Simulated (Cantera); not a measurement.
Input: 1 mol CH3Cl, 0.093 mol H2, held at 3523 K and 18000 Pa.

These are equilibrium values from Cantera (NASA tables, ideal gas, pure condensed phases), not measurements of a reactor. Candidate condensed phases: C, C6H6, C7H8, C8H18; 91 gas species. The tables' values for CCl are old estimates; treat these amounts as uncertain. Kinetics and transport are ignored.

Problem. What is the equilibrium state?

Solution. 
```json
{
 "x(H)": "0.505",
 "x(Cl)": "0.197",
 "x(H2)": "0.119",
 "x(HCl)": "0.0700",
 "x(C3)": "0.0557",
 "x(C2H)": "0.0160",
 "x(C)": "0.0128",
 "x(C2H2 (acetylene))": "0.0116",
 "x(C2)": "0.00950",
 "gas_amount": "3.734 mol",
 "log10 activity of C(graphite) (absent)": "-0.18"
}
```
